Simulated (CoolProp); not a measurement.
Properties of cis-2-butene along the isotherm 268.7 K.

Values from CoolProp's reference Helmholtz-energy equation of state, Lemmon 2005. It is a short technical equation, of lower accuracy than the large ones.

```json
[
 {"p (kPa)": "578", "phase": "liquid", "Z": "0.02234", "cp (kJ/(kg K))": "[?]", "cv (kJ/(kg K))": "1.440", "Joule-Thomson coefficient (K/MPa)": "[?]", "isothermal compressibility (1/MPa)": "0.001742"},
 {"p (kPa)": "1160", "phase": "liquid", "Z": "0.04479", "cp (kJ/(kg K))": "2.126", "cv (kJ/(kg K))": "1.440", "Joule-Thomson coefficient (K/MPa)": "-0.3945", "isothermal compressibility (1/MPa)": "0.001723"},
 {"p (kPa)": "1730", "phase": "liquid", "Z": "0.06673", "cp (kJ/(kg K))": "2.124", "cv (kJ/(kg K))": "1.440", "Joule-Thomson coefficient (K/MPa)": "-0.3966", "isothermal compressibility (1/MPa)": "0.001705"},
 {"p (kPa)": "2310", "phase": "liquid", "Z": "0.08902", "cp (kJ/(kg K))": "2.122", "cv (kJ/(kg K))": "1.441", "Joule-Thomson coefficient (K/MPa)": "-0.3988", "isothermal compressibility (1/MPa)": "0.001687"},
 {"p (kPa)": "2890", "phase": "liquid", "Z": "0.1113", "cp (kJ/(kg K))": "2.120", "cv (kJ/(kg K))": "1.441", "Joule-Thomson coefficient (K/MPa)": "-0.4008", "isothermal compressibility (1/MPa)": "[?]"},
 {"p (kPa)": "3470", "phase": "liquid", "Z": "0.1335", "cp (kJ/(kg K))": "[?]", "cv (kJ/(kg K))": "1.441", "Joule-Thomson coefficient (K/MPa)": "-0.4029", "isothermal compressibility (1/MPa)": "0.001652"},
 {"p (kPa)": "4040", "phase": "liquid", "Z": "0.1552", "cp (kJ/(kg K))": "2.116", "cv (kJ/(kg K))": "1.441", "Joule-Thomson coefficient (K/MPa)": "-0.4048", "isothermal compressibility (1/MPa)": "0.001636"},
 {"p (kPa)": "4620", "phase": "liquid", "Z": "0.1774", "cp (kJ/(kg K))": "2.114", "cv (kJ/(kg K))": "1.442", "Joule-Thomson coefficient (K/MPa)": "-0.4068", "isothermal compressibility (1/MPa)": "0.001620"},
 {"p (kPa)": "5200", "phase": "liquid", "Z": "0.1994", "cp (kJ/(kg K))": "2.112", "cv (kJ/(kg K))": "1.442", "Joule-Thomson coefficient (K/MPa)": "-0.4087", "isothermal compressibility (1/MPa)": "0.001604"},
 {"p (kPa)": "5780", "phase": "liquid", "Z": "0.2215", "cp (kJ/(kg K))": "2.110", "cv (kJ/(kg K))": "1.442", "Joule-Thomson coefficient (K/MPa)": "-0.4105", "isothermal compressibility (1/MPa)": "0.001588"},
 {"p (kPa)": "6350", "phase": "liquid", "Z": "0.2431", "cp (kJ/(kg K))": "[?]", "cv (kJ/(kg K))": "1.442", "Joule-Thomson coefficient (K/MPa)": "-0.4123", "isothermal compressibility (1/MPa)": "0.001573"}
]
```

Question: Some entries are withheld; supply them.

Answer: 
- 578, cp (kJ/(kg K)): 2.128
- 578, Joule-Thomson coefficient (K/MPa): -0.3923
- 2890, isothermal compressibility (1/MPa): 0.001669
- 3470, cp (kJ/(kg K)): 2.118
- 6350, cp (kJ/(kg K)): 2.108
